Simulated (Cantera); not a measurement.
Input (Python, Cantera) and output of one run.

```python
import numpy as np
import cantera as ct

gas_names = """
    CL CL2 H HCL H2 N NH NH2 NH3 N2 N2H2 N2H4 Si SiCL SiCL2 SiCL3 SiCL4 SiH SiHCL3 SiH2 SiH2CL2 SiH3
    SiH3CL SiH4 SiN Si2 Si2N Si3
""".split()
cond_names = """
    NH4CL(a) NH4CL(b) Si(cr) Si(L) Si3N4(a)
""".split()


def load(file, names, dense=False):
    # The tables refer to 1 bar. Condensed volumes are neglected.
    table = {s.name: s for s in ct.Species.list_from_file(file)}
    out = []
    for n in names:
        d = dict(table[n].input_data)
        d["thermo"] = dict(d["thermo"], **{"reference-pressure": 1e5})
        if dense:
            d["equation-of-state"] = {"model": "constant-volume", "density": "1e6 g/cm^3"}
        out.append(ct.Species.from_dict(d))
    return out


gas = ct.Solution(thermo="ideal-gas", species=load("nasa_gas.yaml", gas_names))
cond = {s.name: ct.Solution(thermo="fixed-stoichiometry", species=[s], name=s.name)
        for s in load("nasa_condensed.yaml", cond_names, dense=True)}
atoms = {
    'Si2Cl6': {'Si': 2, 'CL': 6},
    'N2': {'N': 2},
    'H2': {'H': 2},
}
top_T = {'Si3N4(a)': 2400}  # K; cautious upper limits of use, not melting points


def equilibrate(T, P, feed):
    n = {}
    for name, mol in feed.items():
        for a, k in atoms[name].items():
            n[a] = n.get(a, 0.0) + k * mol
    gas.TPX = T, P, n
    mass = sum(n.values()) * gas.mean_molecular_weight
    gas.equilibrate("TP")
    valid = [c for c in cond.values() if c.min_temp <= T <= top_T.get(c.name, c.max_temp)]
    mix = ct.Mixture([(gas, mass / gas.mean_molecular_weight)] + [(c, 0.0) for c in valid])
    mix.T, mix.P = T, P
    mix.equilibrate("TP", solver="vcs", rtol=1e-11, max_steps=5000)
    return mix


results = []
feed = {'Si2Cl6': 1, 'N2': 0.35, 'H2': 29}  # mol
T = 1050  # K
for P in [5, 21, 85, 350, 1400, 5900, 24000, 100000]:
    mix = equilibrate(T, P, feed)
    results.append((T, P, feed, dict(zip(mix.species_names, mix.species_moles))))
    x = sorted(zip(gas.X, gas.species_names), reverse=True)
    print(f"T = {T:g} K  P = {P:g} Pa  gas = {mix.phase_moles(0):.4g} mol")
    print("   x: " + "  ".join(f"{s} {v:.3e}" for v, s in x if v > 0.0001))
    print("   condensed (mol): " + ("  ".join(f"{mix.phase(i).name} {mix.phase_moles(i):.4g}"
          for i in range(1, mix.n_phases) if mix.phase_moles(i) > 1e-12) or "none"))
```

Result:

```
T = 1050 K  P = 5 Pa  gas = 31.71 mol
   x: H2 8.626e-01  HCL 1.034e-01  SiCL2 2.316e-02  SiCL4 7.144e-03  SiCL3 3.022e-03  SiHCL3 6.188e-04
   condensed (mol): Si(cr) 0.3985  Si3N4(a) 0.175
T = 1050 K  P = 21 Pa  gas = 31.45 mol
   x: H2 8.781e-01  HCL 8.662e-02  SiCL2 1.597e-02  SiCL4 1.426e-02  SiCL3 3.546e-03  SiHCL3 1.501e-03
   condensed (mol): Si(cr) 0.365  Si3N4(a) 0.175
T = 1050 K  P = 85 Pa  gas = 31.19 mol
   x: H2 8.943e-01  HCL 6.823e-02  SiCL4 2.142e-02  SiCL2 9.729e-03  SiCL3 3.392e-03  SiHCL3 2.915e-03
   condensed (mol): Si(cr) 0.3054  Si3N4(a) 0.175
T = 1050 K  P = 350 Pa  gas = 30.96 mol
   x: H2 9.085e-01  HCL 5.117e-02  SiCL4 2.704e-02  SiCL2 5.387e-03  SiHCL3 4.985e-03  SiCL3 2.835e-03  SiH2CL2 1.047e-04
   condensed (mol): Si(cr) 0.2255  Si3N4(a) 0.175
T = 1050 K  P = 1400 Pa  gas = 30.79 mol
   x: H2 9.192e-01  HCL 3.747e-02  SiCL4 3.037e-02  SiHCL3 7.736e-03  SiCL2 2.854e-03  SiCL3 2.187e-03  SiH2CL2 2.246e-04
   condensed (mol): Si(cr) 0.1396  Si3N4(a) 0.175
T = 1050 K  P = 5900 Pa  gas = 30.64 mol
   x: H2 9.269e-01  SiCL4 3.160e-02  HCL 2.652e-02  SiHCL3 1.147e-02  SiCL3 1.573e-03  SiCL2 1.418e-03  SiH2CL2 4.742e-04
   condensed (mol): Si(cr) 0.04917  Si3N4(a) 0.175
T = 1050 K  P = 24000 Pa  gas = 30.56 mol
   x: H2 9.305e-01  SiCL4 3.162e-02  HCL 2.124e-02  SiHCL3 1.438e-02  SiCL3 9.760e-04  SiH2CL2 7.454e-04  SiCL2 5.459e-04
   condensed (mol): Si3N4(a) 0.175
T = 1050 K  P = 100000 Pa  gas = 30.54 mol
   x: H2 9.311e-01  SiCL4 3.191e-02  HCL 2.063e-02  SiHCL3 1.495e-02  SiH2CL2 7.983e-04  SiCL3 4.969e-04  SiCL2 1.402e-04
   condensed (mol): Si3N4(a) 0.175
```

Equilibrium computed with Cantera from the NASA thermochemical tables; the gas is ideal and each condensed phase is pure. The feed counts by its element totals alone. N2 is the only nitrogen source here; it is nearly inert below about 1500 K, so the nitride shown seldom forms there in practice. Mutual solubility and eutectic melting of coexisting phases are not modelled. The tables' values for SiCl3 are old estimates; treat these amounts as uncertain.
